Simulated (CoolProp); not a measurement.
Vapour-liquid equilibrium of CH2F2 (R32) (1) + R1234yf (2) at 307.2 K; x and y are mole fractions of (1).

Values from CoolProp's multi-fluid Helmholtz-energy mixture model, Tillner-Roth 1997 and Lemmon 2022; pair parameters Bell 2023.

| x | bubble pressure, mixture model (MPa) | bubble pressure, Raoult's law (MPa) | y, mixture model | y, Raoult's law |
|---|---|---|---|---|
| 0.05 | 0.9595 | 0.9365 | 0.115 | 0.114 |
| 0.2 | 1.211 | 1.126 | 0.371 | 0.380 |
| 0.35 | 1.441 | 1.316 | 0.540 | 0.569 |
| 0.5 | 1.644 | 1.506 | 0.663 | 0.710 |
| 0.65 | 1.820 | 1.695 | 0.765 | 0.820 |
| 0.8 | 1.972 | 1.885 | 0.860 | 0.907 |
| 0.95 | 2.102 | 2.075 | 0.962 | 0.979 |

The largest gap from Raoult's law is +9.5 % in bubble pressure, at x = 0.35. No azeotrope shows between x = 0.05 and 0.95.

Pair parameters are fitted to limited data, so mixtures are less certain than the pure fluids.
